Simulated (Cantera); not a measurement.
An adiabatic, constant-pressure homogeneous reactor starts with H2 : O2 : N2 = 1 : 0.385 : 2.54 (molar parts), at 1150 K and 5.00 bar. Integrator tolerance rtol = 1e-08.

Computed with Cantera and the H2/O2 subset of GRI-Mech 3.0, which has no nitrogen chemistry. The hydrogen kinetics of GRI-Mech 3.0 are dated; newer H2 mechanisms differ, most at raised pressure.

What does this change do: N2 2.54 to 4.6 parts?


| quantity | before | after |
|---|---|---|
| time of steepest temperature rise | 59.5 µs | 81.8 µs |
| temperature at 5.00 s | 2518 K | 2078 K |
| equilibrium temperature | 2518 K | 2078 K |
| x(H2) at 5.00 s | 0.0646 (gas-phase equilibrium 0.0646) | 0.0410 (gas-phase equilibrium 0.0410) |
| x(O2) at 5.00 s | 9.40e-5 (gas-phase equilibrium 9.40e-5) | 5.93e-7 (gas-phase equilibrium 5.93e-7) |
| x(OH) at 5.00 s | 0.00218 (gas-phase equilibrium 0.00218) | 9.54e-5 (gas-phase equilibrium 9.54e-5) |
| x(H2O) at 5.00 s | 0.214 (gas-phase equilibrium 0.214) | 0.137 (gas-phase equilibrium 0.137) |
| x(HO2) at 5.00 s | 1.01e-7 (gas-phase equilibrium 1.01e-7) | 4.64e-10 (gas-phase equilibrium 4.64e-10) |
| x(H) at 5.00 s | 0.00312 (gas-phase equilibrium 0.00312) | 0.000248 (gas-phase equilibrium 0.000248) |

What does this change do: initial temperature 1150 to 1000 K?


| quantity | before | after |
|---|---|---|
| time of steepest temperature rise | 59.5 µs | 12.4 ms |
| temperature at 5.00 s | 2518 K | 2400 K |
| equilibrium temperature | 2518 K | 2400 K |
| x(H2) at 5.00 s | 0.0646 (gas-phase equilibrium 0.0646) | 0.0646 (gas-phase equilibrium 0.0646) |
| x(O2) at 5.00 s | 9.40e-5 (gas-phase equilibrium 9.40e-5) | 2.93e-5 (gas-phase equilibrium 2.93e-5) |
| x(OH) at 5.00 s | 0.00218 (gas-phase equilibrium 0.00218) | 0.00112 (gas-phase equilibrium 0.00112) |
| x(H2O) at 5.00 s | 0.214 (gas-phase equilibrium 0.214) | 0.216 (gas-phase equilibrium 0.216) |
| x(HO2) at 5.00 s | 1.01e-7 (gas-phase equilibrium 1.01e-7) | 3.08e-8 (gas-phase equilibrium 3.08e-8) |
| x(H) at 5.00 s | 0.00312 (gas-phase equilibrium 0.00312) | 0.00182 (gas-phase equilibrium 0.00182) |
